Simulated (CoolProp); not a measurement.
Vapour-liquid equilibrium of hydrogen sulfide (1) + n-butane (2) at 26.5 kPa; x and y are mole fractions of (1).

The numbers come from the multi-fluid Helmholtz-energy mixture model, Lemmon 2006 and Bücker 2006; pair parameters Kunz 2012 in CoolProp.

| x | bubble temperature (°C) | y at the bubble point | dew temperature at overall composition x (°C) | liquid density (mol/L) |
|---|---|---|---|---|
| 0.05 | -56.8 | 0.775 | -32.3 | 11.60 |
| 0.15 | -73.7 | 0.938 | ___ | 12.57 |
| 0.25 | -78.9 | 0.961 | ___ | 13.54 |
| 0.35 | ___ | 0.969 | -39.4 | 14.65 |
| 0.45 | -81.5 | 0.971 | -42.4 | 15.97 |
| 0.55 | ___ | 0.972 | -45.8 | ___ |
| 0.65 | -81.7 | 0.972 | ___ | 19.44 |
| 0.75 | -81.9 | 0.973 | -55.2 | 21.69 |
| 0.85 | -82.3 | 0.977 | -62.6 | ___ |
| 0.95 | -83.0 | 0.988 | -76.2 | 27.38 |

### Question
Some entries are withheld; supply them.

### Answer

- 0.15, dew temperature at overall composition x (°C): -34.4
- 0.25, dew temperature at overall composition x (°C): -36.8
- 0.35, bubble temperature (°C): -80.8
- 0.55, bubble temperature (°C): -81.6
- 0.55, liquid density (mol/L): 17.55
- 0.65, dew temperature at overall composition x (°C): -50.0
- 0.85, liquid density (mol/L): 24.34

No azeotrope shows between x = 0.05 and 0.95.

The pair parameters rest on a limited set of measurements; away from them the model extrapolates. With so large a gap from Raoult's law the liquid may split in two, which this calculation doesn't test in full.
